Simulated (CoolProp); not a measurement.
A closed Brayton cycle with carbon dioxide: compressor inlet 330.15 K and 9.4 MPa, high pressure 22.2 MPa, turbine inlet 775 K, compressor efficiency 0.89, turbine efficiency 0.93, recuperator effectiveness 0.9 (on enthalpy, no pinch check). Each further row changes one setting.

Values from CoolProp's reference Helmholtz-energy equation of state, Span 1996.

| case | thermal efficiency (%) | net work (kJ/kg) | compressor to turbine work | compressor exit (K) | turbine exit (K) |
|---|---|---|---|---|---|
| as stated | (withheld) | 69.7 | 0.37 | 397.9 | 672.1 |
| turbine inlet 725 K | 30.2 | (withheld) | 0.39 | 397.9 | (withheld) |
| compressor inlet 340.15 K | 31.2 | 64.0 | (withheld) | (withheld) | 672.1 |
| high pressure 18.9 MPa | 30.6 | (withheld) | (withheld) | (withheld) | 691.0 |
| recuperator effectiveness 0.5 | 20.2 | 69.7 | 0.37 | 397.9 | 672.1 |

Question: Fill in the missing entries.

Answer: 
- as stated, thermal efficiency (%): 32.1
- turbine inlet 725 K, net work (kJ/kg): 61.4
- turbine inlet 725 K, turbine exit (K): 625.9
- compressor inlet 340.15 K, compressor to turbine work: 0.42
- compressor inlet 340.15 K, compressor exit (K): 414.1
- high pressure 18.9 MPa, net work (kJ/kg): 59.1
- high pressure 18.9 MPa, compressor to turbine work: 0.35
- high pressure 18.9 MPa, compressor exit (K): 385.0
